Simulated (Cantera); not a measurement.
An adiabatic, constant-pressure homogeneous reactor starts with CH₄ : O₂ : N₂ = 1 : 1.11 : 4.18 (molar parts), at 1098 K and 0.380 bar. Integrator tolerance rtol = 1e-08.

Computed with Cantera and GRI-Mech 3.0 (53 species, 325 reactions).

What does this change do: pressure from 0.380 bar to 5.00 bar?


```csv
quantity,before,after
time of steepest temperature rise,0.702 s,55.6 ms
temperature at 3.00 s,2288 K,2315 K
equilibrium temperature,2288 K,2315 K
x(CH₄) at 3.00 s,2.07e-12 (gas-phase equilibrium 2.33e-12),3.22e-10 (gas-phase equilibrium 3.64e-10)
x(O₂) at 3.00 s,1.26e-5 (gas-phase equilibrium 1.26e-5),1.30e-6 (gas-phase equilibrium 1.30e-6)
x(NO₂) at 3.00 s,5.51e-10 (gas-phase equilibrium 5.51e-10),2.11e-10 (gas-phase equilibrium 2.11e-10)
x(C₂H₆) at 3.00 s,<1e-12 (gas-phase equilibrium <1e-12),<1e-12 (gas-phase equilibrium <1e-12)
x(CH₂CO) at 3.00 s,<1e-12 (gas-phase equilibrium <1e-12),<1e-12 (gas-phase equilibrium <1e-12)
```

What does this change do: initial temperature 1098 to 1573 K?


```csv
quantity,before,after
time of steepest temperature rise,0.702 s,1.56 ms
temperature at 3.00 s,2288 K,2591 K
equilibrium temperature,2288 K,2591 K
x(CH₄) at 3.00 s,2.07e-12 (gas-phase equilibrium 2.33e-12),<1e-12 (gas-phase equilibrium <1e-12)
x(O₂) at 3.00 s,1.26e-5 (gas-phase equilibrium 1.26e-5),0.000287 (gas-phase equilibrium 0.000287)
x(NO₂) at 3.00 s,5.51e-10 (gas-phase equilibrium 5.51e-10),1.57e-8 (gas-phase equilibrium 1.57e-8)
x(C₂H₆) at 3.00 s,<1e-12 (gas-phase equilibrium <1e-12),<1e-12 (gas-phase equilibrium <1e-12)
x(CH₂CO) at 3.00 s,<1e-12 (gas-phase equilibrium <1e-12),<1e-12 (gas-phase equilibrium <1e-12)
```
